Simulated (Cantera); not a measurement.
A closed system holds: 1 mol V₂O₃, 16 mol H₂, 0.72 mol N₂, held at 1550 °C and 1.10 bar.

Equilibrium computed with Cantera from the NASA thermochemical tables; the gas is ideal and each condensed phase is pure. Candidate condensed phases: H₂O, V, VN, VO, V₂O₃, V₂O₄, V₂O₅; 28 gas species. Mutual solubility and eutectic melting of coexisting phases are not modelled. VO: taken at fixed stoichiometry. Condensed phases not in the tables: the oxides between V₂O₃ and V₂O₅ other than VO₂. Rates play no part.

Base state: H₂ 0.942, N₂ 0.0431, H₂O 0.0150, H 0.000401 (mole fractions); condensed: VO(s) + V₂O₃(s).

**Question.** What changes in the equilibrium state with this change: pressure from 1.10 bar to 15.0 Pa?

**Answer.** 
| species | before | after |
|---|---|---|
| H₂ | 0.942 | 0.905 |
| N₂ | 0.0431 | 0.0421 |
| H | 0.000401 | 0.0336 |
| VO₂ | 5.93e-7 | 0.00435 |
| H₂O | 0.0150 | 0.0144 |
| VO | 8.59e-8 | 0.000630 |
| OH | 4.45e-7 | 3.74e-5 |
| VO(s), mol | 0.503 | 0.558 |
| V₂O₃(s), mol | 0.749 | 0.678 |
